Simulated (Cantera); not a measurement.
What does this Cantera script print?

```python
import numpy as np
import cantera as ct

gas_names = """
    Cs CsO CsOH Cs2 Cs2O Cs2O2H2 H HO2 H2 H2O H2O2 O OH O2 O3
""".split()
cond_names = """
    Cs(cr) Cs(L) CsOH(a) CsOH(b) CsOH(c) CsOH(L) H2O(s) H2O(L)
""".split()


# ... load() reads the species with a 1 bar reference pressure and builds the phases ...
atoms = {
    'CsOH': {'Cs': 1, 'O': 1, 'H': 1},
    'H2O': {'H': 2, 'O': 1},
    'H2': {'H': 2},
}
top_T = {}  # K; cautious upper limits of use, not melting points


# ... equilibrate(T, P, feed) seeds the gas with the atoms and calls Mixture.equilibrate('TP', solver="vcs", rtol=1e-11, max_steps=5000) ...
results = []
T = 1275  # K
P = 25  # Pa
for m in [0.043, 0.066, 0.1, 0.16, 0.25, 0.39, 0.6, 0.93, 1.5, 2.3, 3.5]:
    feed = {'CsOH': 1, 'H2O': 3.7, 'H2': m}  # mol
    mix = equilibrate(T, P, feed)
    results.append((T, P, feed, dict(zip(mix.species_names, mix.species_moles))))
    x = sorted(zip(gas.X, gas.species_names), reverse=True)
    print(f"T = {T:g} K  P = {P:g} Pa  n(H2) = {m:g} mol  gas = {mix.phase_moles(0):.4g} mol")
    print("   x: " + "  ".join(f"{s} {v:.3e}" for v, s in x if v > 1e-06))
    print("   condensed (mol): " + ("  ".join(f"{mix.phase(i).name} {mix.phase_moles(i):.4g}"
          for i in range(1, mix.n_phases) if mix.phase_moles(i) > 1e-12) or "none"))
```

It prints:

```
T = 1275 K  P = 25 Pa  n(H2) = 0.043 mol  gas = 4.77 mol
   x: H2O 7.870e-01  CsOH 1.983e-01  Cs 1.135e-02  H2 3.345e-03  OH 7.380e-06  H 2.696e-06
   condensed (mol): none
T = 1275 K  P = 25 Pa  n(H2) = 0.066 mol  gas = 4.802 mol
   x: H2O 7.856e-01  CsOH 1.932e-01  Cs 1.508e-02  H2 6.205e-03  OH 5.409e-06  H 3.672e-06
   condensed (mol): none
T = 1275 K  P = 25 Pa  n(H2) = 0.1 mol  gas = 4.847 mol
   x: H2O 7.828e-01  CsOH 1.869e-01  Cs 1.942e-02  H2 1.092e-02  H 4.872e-06  OH 4.063e-06
   condensed (mol): none
T = 1275 K  P = 25 Pa  n(H2) = 0.16 mol  gas = 4.922 mol
   x: H2O 7.769e-01  CsOH 1.780e-01  Cs 2.518e-02  H2 1.992e-02  H 6.580e-06  OH 2.986e-06
   condensed (mol): none
T = 1275 K  P = 25 Pa  n(H2) = 0.25 mol  gas = 5.029 mol
   x: H2O 7.671e-01  CsOH 1.675e-01  H2 3.403e-02  Cs 3.136e-02  H 8.600e-06  OH 2.255e-06
   condensed (mol): none
T = 1275 K  P = 25 Pa  n(H2) = 0.39 mol  gas = 5.189 mol
   x: H2O 7.511e-01  CsOH 1.547e-01  H2 5.616e-02  Cs 3.801e-02  H 1.105e-05  OH 1.719e-06
   condensed (mol): none
T = 1275 K  P = 25 Pa  n(H2) = 0.6 mol  gas = 5.421 mol
   x: H2O 7.271e-01  CsOH 1.399e-01  H2 8.840e-02  Cs 4.455e-02  H 1.386e-05  OH 1.326e-06
   condensed (mol): none
T = 1275 K  P = 25 Pa  n(H2) = 0.93 mol  gas = 5.777 mol
   x: H2O 6.913e-01  H2 1.356e-01  CsOH 1.224e-01  Cs 5.075e-02  H 1.717e-05  OH 1.018e-06
   condensed (mol): none
T = 1275 K  P = 25 Pa  n(H2) = 1.5 mol  gas = 6.379 mol
   x: H2O 6.361e-01  H2 2.071e-01  CsOH 1.007e-01  Cs 5.608e-02  H 2.122e-05
   condensed (mol): none
T = 1275 K  P = 25 Pa  n(H2) = 2.3 mol  gas = 7.212 mol
   x: H2O 5.717e-01  H2 2.896e-01  CsOH 8.002e-02  Cs 5.865e-02  H 2.509e-05
   condensed (mol): none
T = 1275 K  P = 25 Pa  n(H2) = 3.5 mol  gas = 8.447 mol
   x: H2O 4.964e-01  H2 3.851e-01  CsOH 5.999e-02  Cs 5.840e-02  H 2.893e-05
   condensed (mol): none
```

These are equilibrium values from Cantera (NASA tables, ideal gas, pure condensed phases), not measurements of a reactor.
